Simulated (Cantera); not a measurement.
What does this Cantera script print?

```python
import numpy as np
import cantera as ct

gas_names = """
    H HO2 H2 H2O H2O2 O OH O2 O3 Pb PbO Pb2
""".split()
cond_names = """
    H2O(s) H2O(L) Pb(cr) Pb(L) PbO(rd) PbO(yw) PbO(L) PbO2(s) Pb3O4(s)
""".split()


# ... load() reads the species with a 1 bar reference pressure and builds the phases ...
atoms = {
    'PbO': {'Pb': 1, 'O': 1},
    'H2': {'H': 2},
}
top_T = {'Pb3O4(s)': 820}  # K; cautious upper limits of use, not melting points


# ... equilibrate(T, P, feed) seeds the gas with the atoms and calls Mixture.equilibrate('TP', solver="vcs", rtol=1e-11, max_steps=5000) ...
results = []
feed = {'PbO': 1, 'H2': 52}  # mol
T = 1700  # K
P = 850  # Pa
mix = equilibrate(T, P, feed)
results.append((T, P, feed, dict(zip(mix.species_names, mix.species_moles))))
print(gas.report(threshold=1e-05))
for i in range(1, mix.n_phases):
    print(f"{mix.phase(i).name:16s} {mix.phase_moles(i):12.5e} mol")
```

Output:

```
       temperature   1700 K
          pressure   850 Pa
           density   0.00037191 kg/m^3
  mean mol. weight   6.1844 kg/kmol
   phase of matter   gas

                          1 kg             1 kmol
                     ---------------   ---------------
          enthalpy        6.8489e+06        4.2356e+07  J
   internal energy        4.5634e+06        2.8222e+07  J
           entropy             36570        2.2617e+05  J/K
    Gibbs function       -5.5321e+07       -3.4213e+08  J
 heat capacity c_p              5372             33223  J/K
 heat capacity c_v            4027.6             24908  J/K

                      mass frac. Y      mole frac. X     chem. pot. / RT
                     ---------------   ---------------   ---------------
                 H        0.00025533         0.0015665           -11.891
                H2           0.31318           0.96073           -23.783
               H2O          0.054913          0.018851           -52.629
                Pb           0.63163          0.018853           -18.315
     [   +8 minor]        2.2693e-05        2.0733e-06

Pb(L)             0.00000e+00 mol
PbO(L)            0.00000e+00 mol
```

These are equilibrium values from Cantera (NASA tables, ideal gas, pure condensed phases), not measurements of a reactor.
